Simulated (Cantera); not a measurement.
What does this Cantera script print?

```python
import numpy as np
import cantera as ct

gas = ct.Solution("gri30.yaml")
gas.TPX = 2175, 500000, {'CH4': 5.5, 'H2O': 0.38, 'H2': 0.062}
inlet = ct.Reservoir(gas, clone=True)

reactor = ct.IdealGasConstPressureReactor(gas, energy="off", clone=False)
exhaust = ct.Reservoir(gas, clone=True)
tau = [5.6, 2.7, 1.3, 0.63, 0.31, 0.15, 0.071, 0.034, 0.017, 0.008, 0.0039][0]
for a, b in ((inlet, reactor), (reactor, exhaust)):
    ct.MassFlowController(a, b, mdot=lambda t: reactor.mass / tau)
net = ct.ReactorNet([reactor])
show = ['CH4', 'H2O', 'H2', 'H', 'CO2', 'CH3', 'CH2O']

rows = []
print(f"{'tau/s':>10s}{'T/K':>9s}" + "".join(f"{s:>11s}" for s in show))
for tau in [5.6, 2.7, 1.3, 0.63, 0.31, 0.15, 0.071, 0.034, 0.017, 0.008, 0.0039]:
    net.initial_time = 0.0
    net.advance(30 * tau)
    before = gas.X
    net.advance(40 * tau)
    drift = np.max(np.abs(gas.X - before) / (gas.X + 1e-9))
    rows.append([gas.T, *gas[show].X, drift])
    print(f"{tau:10.3e}{gas.T:9.1f}" + "".join(f"{x:11.3e}" for x in gas[show].X))
```

Result:

```
     tau/s      T/K        CH4        H2O         H2          H        CO2        CH3       CH2O
 5.600e+00   2175.0  8.652e-03  7.189e-06  7.424e-01  1.895e-03  5.991e-08  4.225e-04  4.857e-08
 2.700e+00   2175.0  8.687e-03  1.421e-05  7.423e-01  1.895e-03  1.183e-07  4.242e-04  4.861e-08
 1.300e+00   2175.0  8.758e-03  2.880e-05  7.423e-01  1.895e-03  2.397e-07  4.276e-04  4.870e-08
 6.300e-01   2175.0  8.904e-03  5.868e-05  7.421e-01  1.894e-03  4.880e-07  4.347e-04  4.888e-08
 3.100e-01   2175.0  9.187e-03  1.183e-04  7.419e-01  1.893e-03  9.828e-07  4.484e-04  4.926e-08
 1.500e-01   2175.0  9.757e-03  2.428e-04  7.413e-01  1.891e-03  2.011e-06  4.760e-04  5.015e-08
 7.100e-02   2175.0  1.088e-02  5.075e-04  7.403e-01  1.888e-03  4.177e-06  5.306e-04  5.239e-08
 3.400e-02   2175.0  1.291e-02  1.039e-03  7.383e-01  1.881e-03  8.445e-06  6.283e-04  5.817e-08
 1.700e-02   2175.0  1.608e-02  2.007e-03  7.351e-01  1.871e-03  1.591e-05  7.815e-04  7.243e-08
 8.000e-03   2175.0  2.155e-02  3.966e-03  7.294e-01  1.854e-03  2.975e-05  1.045e-03  1.137e-07
 3.900e-03   2175.0  2.948e-02  7.175e-03  7.208e-01  1.830e-03  4.864e-05  1.425e-03  2.135e-07
```

Model: GRI-Mech 3.0 (53 species, 325 reactions), integrated in Cantera. GRI-Mech 3.0 stops at C3 and has no aromatics, soot or wall deposition, so with more carbon than oxygen in the feed, carbon stays in small species such as C2H2 where larger ones or solid carbon would form.
